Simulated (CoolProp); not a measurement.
C3F8 (R218) along the isobar 2.9 MPa: Z from the reference equation and from simpler models built on Tc = 345.0 K, pc = 2.640 MPa, ω = 0.317; each cubic takes its own stable root.

Computed with CoolProp (reference Helmholtz-energy equation of state, Lemmon 2006). It is a short technical equation, of lower accuracy than the large ones.

```csv
T (K),phase,reference,Redlich-Kwong,Peng-Robinson
181.3,liquid,0.1988,0.2165,0.1873
204.7,liquid,0.1843,0.2005,0.1720
228.1,liquid,0.1737,0.1896,0.1614
251.6,liquid,0.1664,0.1831,0.1548
275,liquid,0.1624,0.1811,0.1524
298.5,liquid,0.1623,0.1846,0.1553
321.9,liquid,0.1690,0.1985,0.1686
345.3,supercritical,0.2092,0.2563,0.2332
368.8,supercritical,0.6124,0.5948,0.5997
392.2,supercritical,0.7284,0.7015,0.7122
415.6,supercritical,0.7972,0.7661,0.7814
439.1,supercritical,0.8445,0.8116,0.8303
```
